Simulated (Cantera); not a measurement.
An isothermal, constant-pressure homogeneous reactor starts with H₂ : O₂ : N₂ = 0.12 : 1 : 0.59 (molar parts), equivalence ratio 0.060, at 1450 K and 13.5 Torr. Integrator tolerance rtol = 1e-08.

Computed with Cantera and GRI-Mech 3.0 (53 species, 325 reactions). Radical loss at walls, strong at low pressure, is not modelled. The temperature is held fixed by assumption; the heat of reaction is taken as removed at once.

Task: What does this change do: H2 0.12 to 0.072 parts?

Result: 
| quantity | before | after |
|---|---|---|
| x(H₂) at 2.00 s | 3.44e-6 (gas-phase equilibrium 6.85e-7) | 3.53e-6 (gas-phase equilibrium 4.08e-7) |
| x(O₂) at 2.00 s | 0.570 (gas-phase equilibrium 0.569) | 0.593 (gas-phase equilibrium 0.592) |
| x(NO₂) at 2.00 s | 1.12e-9 (gas-phase equilibrium 1.46e-6) | 4.90e-10 (gas-phase equilibrium 1.53e-6) |
| x(NO) at 2.00 s | 2.47e-6 (gas-phase equilibrium 0.00106) | 1.43e-6 (gas-phase equilibrium 0.00109) |
| x(OH) at 2.00 s | 0.000334 (gas-phase equilibrium 0.000149) | 0.000346 (gas-phase equilibrium 0.000118) |
| x(H₂O₂) at 2.00 s | 2.87e-9 (gas-phase equilibrium 1.13e-9) | 2.74e-9 (gas-phase equilibrium 7.03e-10) |
| x(N₂O) at 2.00 s | 1.67e-8 (gas-phase equilibrium 5.96e-9) | 1.78e-8 (gas-phase equilibrium 6.17e-9) |
